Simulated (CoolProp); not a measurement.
A simple Rankine cycle with water: condensing at 324.15 K, boiler at 6.07 MPa, turbine inlet 699.5 K, turbine efficiency 0.9, pump efficiency 0.8, no recuperator. Each further row changes one setting.

The numbers come from the reference Helmholtz-energy equation of state, Wagner 2002 in CoolProp.

```csv
case,thermal efficiency (%),net work (kJ/kg),heat in (kJ/kg),turbine exit temperature (K),volume ratio over the turbine
as stated,32.9,993,3020,324.2,198
turbine inlet 719.5 K,33.1,1020,3070,324.2,194
condensing temperature 316.15 K,33.9,1040,3060,316.2,287
boiler pressure 4.25 MPa,31.6,964,3050,324.2,140
turbine efficiency 0.8,29.2,882,3020,324.2,209
```

The expansion ends wet for: as stated; turbine inlet 719.5 K; condensing temperature 316.15 K; boiler pressure 4.25 MPa; turbine efficiency 0.8.
